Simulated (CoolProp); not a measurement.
Properties of methanol along the isobar 137 bar (Tc = 513.4 K, pc = 82.16 bar, ω = 0.565).

Computed with CoolProp (reference Helmholtz-energy equation of state, de Reuck 1993).

| T (K) | phase | Z | cp (kJ/(kg K)) | isothermal compressibility (1/MPa) | conductivity (mW/(m K)) | fugacity coefficient |
|---|---|---|---|---|---|---|
| 407.4 | liquid | 0.1869 | 3.449 | 0.002365 | 186 | 0.07232 |
| 431 | liquid | 0.1845 | 3.737 | 0.003072 | 181 | 0.1213 |
| 454.6 | liquid | 0.1844 | 4.087 | 0.004269 | 177 | 0.1885 |
| 478.3 | liquid | 0.1877 | 4.553 | 0.006577 | 172 | 0.2746 |
| 501.9 | liquid | 0.1971 | 5.303 | 0.01212 | 168 | 0.3759 |
| 525.5 | supercritical | 0.2230 | 7.084 | 0.03415 | 162 | 0.4863 |
| 549.1 | supercritical | 0.3361 | 12.02 | 0.1771 | 139 | 0.5903 |
| 572.8 | supercritical | 0.5346 | 7.414 | 0.1527 | 103 | 0.6642 |
| 596.4 | supercritical | 0.6478 | 5.094 | 0.1141 | 92.1 | 0.7137 |
| 620 | supercritical | 0.7148 | 4.173 | 0.09785 | 89.4 | 0.7489 |

The peak of cp marks the crossing from liquid-like to gas-like fluid above the critical point.

Thermal conductivity comes from a separate model (Sykioti 2013).
